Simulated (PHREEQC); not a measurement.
0.03 g of hydrous ferric oxide (600 m²/g; 0.2 weak and 0.005 strong sites per Fe, Dzombak-Morel constants, diffuse double layer) in 1 kg of water with 0.1 mol/kgw of an inert sodium salt and 3.9e-05 mol MgCl2, at 25 °C; the pH is set by adding NaOH or the inert anion's acid. Oxygen alone is held at its pressure in air (log pO2 = -0.68). No CO2 enters from the air. No solid was allowed to form.

The numbers come from PHREEQC with the ion-association model, wateq4f.dat.

| pH | Mg sorbed (%) | surface charge σ (C/m²) | surface potential ψ (mV) |
|---|---|---|---|
| 3 | 0.0 | 0.363 | 153 |
| 3.67 | 0.0 | 0.342 | 150 |
| 4.33 | 0.0 | 0.291 | 142 |
| 5 | 0.0 | 0.215 | 126 |
| 5.67 | 0.0 | 0.142 | 105 |
| 6.33 | 0.0 | 0.086 | 81 |
| 7 | 0.1 | 0.045 | 52 |
| 7.67 | 1.0 | 0.016 | 22 |
| 8.33 | 11.1 | -0.003 | -5 |
| 9 | 39.7 | -0.013 | -18 |
| 9.67 | 64.7 | -0.020 | -26 |
| 10.33 | 76.6 | -0.024 | -32 |
| 11 | 80.3 | -0.028 | -36 |

The oxide is taken as insoluble; below pH 4 it would dissolve.
